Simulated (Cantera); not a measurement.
A perfectly stirred reactor is fed with 54.0 % H2, 28.4 % O2, 17.6 % N2, at 1.00 bar; it is held at 898 K, and followed from long to short residence time.

Model: the H2/O2 subset of GRI-Mech 3.0, which has no nitrogen chemistry, integrated in Cantera. Below about 950 K walls govern HO2 and H2O2 in real vessels. The temperature is held fixed by assumption; the heat of reaction is taken as removed at once.

Q: Predict: x(H2) at τ = 1.60 s; x(O2) at τ = 1.60 s; x(O) at τ = 1.60 s; x(H) at τ = 1.60 s; x(HO2) at τ = 1.60 s; x(H2) at τ = 97.0 ms; x(O2) at τ = 97.0 ms; x(O) at τ = 97.0 ms; x(H) at τ = 97.0 ms; x(HO2) at τ = 97.0 ms.

A: 
```
Quantity                 Value
---------------------  -------
x(H2) at τ = 1.60 s      0.411
x(O2) at τ = 1.60 s      0.220
x(O) at τ = 1.60 s     1.30e-8
x(H) at τ = 1.60 s     1.39e-7
x(HO2) at τ = 1.60 s   5.98e-5
x(H2) at τ = 97.0 ms     0.536
x(O2) at τ = 97.0 ms     0.282
x(O) at τ = 97.0 ms    1.26e-8
x(H) at τ = 97.0 ms    1.33e-7
x(HO2) at τ = 97.0 ms  4.07e-5
```
